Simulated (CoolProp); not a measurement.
Vapour-liquid equilibrium of R22 (1) + R11 (2) at 259.6 K; x and y are mole fractions of (1).

The numbers come from the multi-fluid Helmholtz-energy mixture model, Kamei 1995 and Jacobsen 1992; pair parameters Bell 2016 in CoolProp.

### Question
Give the bubble pressure and the first vapour's composition at x = 0.05, 0.125, 0.875. Is there an azeotrope?

### Answer
x = 0.05: 46.46 kPa, y = 0.551; x = 0.125: 78.79 kPa, y = 0.750; x = 0.875: 278.1 kPa, y = 0.982. No azeotrope shows between x = 0.05 and 0.95.

The pair parameters rest on a limited set of measurements; away from them the model extrapolates.
